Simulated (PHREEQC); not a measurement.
Make-up at 25 °C: 0.29 mol CdCl2 and 0.0032 mol Na2SO4 per kg of water. Closed to the air; pH follows from the charge balance.

Computed with PHREEQC (ion-association model, phreeqc.dat).

This is a speciation only: nothing precipitates in the calculation.

Q: Predict the pH, ionic strength.

A: pH 5.21; ionic strength 0.268 mol/kgw.

Q: In which forms is Cd present?

A: CdCl+ 59 %, CdCl2 26 %, Cd+2 10 %, CdCl3- 3.7 % of the Cd.
